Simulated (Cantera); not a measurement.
Input: 1 mol Si3N4, 0.019 mol C, 0.049 mol H2, equilibrated at 1673.15 K and 2.80 bar.

Cantera equilibrium calculation (NASA polynomials, part measured and part estimated; ideal gas, pure solids and liquids). Candidate condensed phases: C, C6H6, C7H8, C8H18, Si, SiC, Si3N4; 105 gas species. Mutual solubility and eutectic melting of coexisting phases are not modelled. Rates play no part.

Base state: H2 0.793, N2 0.203, CH4 0.00197, HCN 0.00117, H 6.07e-5, C2H2 (acetylene) 3.83e-5, NH3 3.46e-5, HNC 3.26e-5 (mole fractions); condensed: SiC(s) + Si3N4(s).

Task: What changes in the equilibrium state with this change: H2 from 0.049 to 7.2 mol?

Result: 
| species | before | after |
|---|---|---|
| H2 | 0.793 | 0.998 |
| N2 | 0.203 | 0.00167 |
| CH4 | 0.00197 | 0.000127 |
| C2H2 (acetylene) | 3.83e-5 | 7.97e-8 |
| HNC | 3.26e-5 | 1.34e-7 |
| HCN | 0.00117 | 4.81e-6 |
| SiC(s), mol | 0.0188 | 0.0180 |
| Si3N4(s), mol | 0.994 | 0.994 |
